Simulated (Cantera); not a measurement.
Feed: 1 mol AlI3, 4.5 mol N2O, 2.3 mol N2, equilibrated at 1275 °C and 65000 Pa.

Equilibrium computed with Cantera from the NASA thermochemical tables; the gas is ideal and each condensed phase is pure. Candidate condensed phases: Al, AlI3, AlN, Al2O3, I2; 21 gas species. Rates play no part.

Base state: N2 0.611, I 0.237, O2 0.134, I2 0.0164, NO 0.00108 (mole fractions); condensed: Al2O3(s).

Problem. What changes in the equilibrium state with this change: 0.63 mol H2 added?

Solution. 
```tsv
species	before	after
N2	0.611	0.594
I	0.237	0.231
O2	0.134	0.103
H2O	0	0.0548
I2	0.0164	0.0155
HI	0	0.000432
OH	0	8.11e-5
NO	0.00108	0.000936
Al2O3(s), mol	0.500	0.500
```
Gases not in the tables: Al(OH)3. Further candidate phases: H2O.

Problem. What changes in the equilibrium state with this change: temperature from 1275 °C to 1377 °C?

Solution. 
| species | before | after |
|---|---|---|
| N2 | 0.611 | 0.606 |
| I | 0.237 | 0.250 |
| O2 | 0.134 | 0.133 |
| I2 | 0.0164 | 0.00867 |
| O | 3.48e-6 | 1.17e-5 |
| NO | 0.00108 | 0.00166 |
| Al2O3(s), mol | 0.500 | 0.500 |
